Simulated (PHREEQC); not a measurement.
Dissolve 0.013 mol NaH2PO4 and 0.046 mol H2SO4 per kg of water at 25 °C. Closed to the air; pH follows from the charge balance.

Model: ion-association model, phreeqc.dat, run in PHREEQC.

No solid was allowed to form.

Q: Order these S species by the share of S that they hold, largest first: NaSO4-, HSO4-, SO4-2.

A: HSO4- (67 %), SO4-2 (32 %), NaSO4- (0.82 %)

The pH is 1.38 and the ionic strength 0.0778 mol/kgw.
